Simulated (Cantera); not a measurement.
# Equilibrium for chemical vapour transport: Al2O3 + HCl + H2

Feed: 1 mol Al2O3, a varied amount of HCl, 0.43 mol H2, held at 1348 K and 0.270 bar.

Method: chemical equilibrium by Gibbs-energy minimisation in Cantera with the NASA 1993 tables (ideal gas, pure condensed phases). Candidate condensed phases: Al, AlCl3, Al2O3, H2O; 29 gas species. Rates play no part.

From 0.052 mol HCl to 2.7 mol HCl the condensed part is Al2O3(s). The main Al-bearing gas is AlCl3 throughout.

| n(HCl) (mol) | log p H2 | log p HCl | log p H2O | log p AlCl3 | log p Cl | n Al2O3(s) |
|---|---|---|---|---|---|---|
| 0.052 | -0.62 | -1.54 | -4.27 | -4.45 | -6.94 | 1.000 |
| 0.072 | -0.64 | -1.41 | -4.13 | -4.30 | -6.81 | 1.000 |
| 0.1 | -0.66 | -1.29 | -3.98 | -4.16 | -6.68 | 1.000 |
| 0.14 | -0.69 | -1.18 | -3.85 | -4.02 | -6.55 | 1.000 |
| 0.19 | -0.73 | -1.08 | -3.73 | -3.91 | -6.44 | 1.000 |
| 0.27 | -0.78 | -0.98 | -3.61 | -3.79 | -6.31 | 1.000 |
| 0.37 | -0.84 | -0.91 | -3.52 | -3.69 | -6.20 | 1.000 |
| 0.52 | -0.91 | -0.83 | -3.43 | -3.61 | -6.09 | 1.000 |
| 0.72 | -1.00 | -0.77 | -3.36 | -3.54 | -5.99 | 0.999 |
| 1 | -1.09 | -0.73 | -3.30 | -3.48 | -5.90 | 0.999 |
| 1.4 | -1.20 | -0.69 | -3.25 | -3.43 | -5.80 | 0.999 |
| 2 | -1.32 | -0.66 | -3.22 | -3.39 | -5.71 | 0.998 |
| 2.7 | -1.43 | -0.63 | -3.19 | -3.37 | -5.63 | 0.998 |
log p: log10 of the partial pressure in bar; n: condensed amount in mol.
